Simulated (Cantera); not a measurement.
**Abatement and gas-phase synthesis: PH3 + O2**

A closed system holds: 1 mol PH3, 1.7 mol O2, equilibrated at 6.90 mbar.

Method: chemical equilibrium by Gibbs-energy minimisation in Cantera with the NASA 1993 tables (ideal gas, pure condensed phases). Candidate condensed phases: H2O, P, P4O10; 31 gas species. Ions and electrons are included (thermal ionisation). Gases not in the tables: HPO2, HPO3 and P4O6. Equilibrium is a limit: real reactors are often held back by kinetics, nucleation or transport.

```csv
T (K),log p H2O,log p O,log p H,log p PO2,log p PO,log p P,log p H2,log p OH,log p O2
2000,-2.42,-5.48,-4.61,-2.58,-3.97,-8.29,-3.65,-4.38,-4.62
2250,-2.48,-4.33,-3.83,-2.63,-3.61,-7.33,-3.39,-3.73,-3.79
2500,-2.66,-3.54,-3.19,-2.76,-3.27,-6.37,-3.18,-3.35,-3.41
2750,-3.11,-3.02,-2.76,-3.06,-3.07,-5.54,-3.19,-3.25,-3.33
3000,-3.96,-2.73,-2.56,-3.55,-3.00,-4.79,-3.52,-3.48,-3.57
3250,-5.05,-2.62,-2.51,-4.17,-3.01,-4.09,-4.04,-3.92,-4.03
3500,-6.11,-2.57,-2.51,-4.86,-3.12,-3.55,-4.57,-4.39,-4.52
3750,-7.07,-2.53,-2.53,-5.63,-3.39,-3.24,-5.06,-4.82,-4.96
4000,-7.93,-2.51,-2.54,-6.46,-3.78,-3.10,-5.49,-5.21,-5.37
4250,-8.68,-2.50,-2.55,-7.29,-4.20,-3.06,-5.86,-5.56,-5.75
4500,-9.34,-2.50,-2.55,-8.06,-4.60,-3.04,-6.18,-5.87,-6.09
4750,-9.94,-2.50,-2.55,-8.77,-4.98,-3.04,-6.47,-6.15,-6.41
5000,-10.48,-2.50,-2.55,-9.41,-5.33,-3.04,-6.72,-6.40,-6.69
```
log p: log10 of the partial pressure in bar; nothing condenses.

From 2000 K to 5000 K nothing is condensed.
